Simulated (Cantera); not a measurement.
Feed: 1 mol NF3, 4.7 mol H2O, equilibrated at 0.000570 bar.

Method: chemical equilibrium by Gibbs-energy minimisation in Cantera with the NASA 1993 tables (ideal gas, pure condensed phases). Candidate condensed phases: H2O; 40 gas species. Rates play no part. All values below are at 1825 K.

Base state: H2O 0.418, HF 0.400, O2 0.0986, N2 0.0663, OH 0.00877, H2 0.00378, O 0.00202, H 0.00113 (mole fractions); condensed: gas only.

Task: What changes in the equilibrium state with this change: 1.2 mol O2 added?

Result: 
```csv
species,before,after
H2O,0.418,0.360
HF,0.400,0.345
O2,0.0986,0.221
N2,0.0663,0.0568
H2,0.00378,0.00218
O,0.00202,0.00302
```
